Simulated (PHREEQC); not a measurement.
CaCl2 is added in steps, without added water, to 1 kg of water holding 190 mmol/kgw NaHSO4, at 25 °C. The system is closed to CO2. Only these solids could form: Glauberite, Gypsum, Anhydrite, Halite, Mirabilite, Portlandite, Thenardite.

Base run: PHREEQC, Pitzer model, pitzer.dat. Each further column changes one thing. The table gives pH.

| CaCl2 added (mol) | base | NaHSO4 from 0.19 to 0.95 mol/kgw | diluted 100-fold with water | NaHSO4 from 0.19 to 0.019 mol/kgw |
|---|---|---|---|---|
| 0 | 1.24 | 0.59 | 2.81 | 2.00 |
| 0.0475 | 1.14 | ___ | 2.84 | 1.90 |
| 0.095 | 1.04 | 0.51 | 2.84 | 1.88 |
| 0.1663 | 0.92 | 0.44 | 2.83 | 1.85 |
| 0.2137 | 0.87 | 0.40 | 2.82 | 1.84 |
| 0.2612 | 0.84 | 0.36 | 2.81 | 1.83 |
| 0.3088 | 0.81 | ___ | 2.80 | 1.81 |
| 0.3563 | 0.80 | 0.27 | 2.79 | ___ |
| 0.4037 | 0.78 | 0.23 | 2.77 | 1.78 |
| 0.475 | 0.75 | 0.18 | 2.75 | 1.76 |
| 0.5225 | 0.74 | 0.14 | 2.73 | ___ |
| 0.57 | 0.72 | 0.10 | 2.72 | ___ |

Problem. Fill in the missing entries.

Solution. 
- 0.0475, NaHSO4 from 0.19 to 0.95 mol/kgw: 0.55
- 0.3088, NaHSO4 from 0.19 to 0.95 mol/kgw: 0.31
- 0.3563, NaHSO4 from 0.19 to 0.019 mol/kgw: 1.80
- 0.5225, NaHSO4 from 0.19 to 0.019 mol/kgw: 1.74
- 0.57, NaHSO4 from 0.19 to 0.019 mol/kgw: 1.73

In brines, pH and single-ion activities rest on the MacInnes convention.
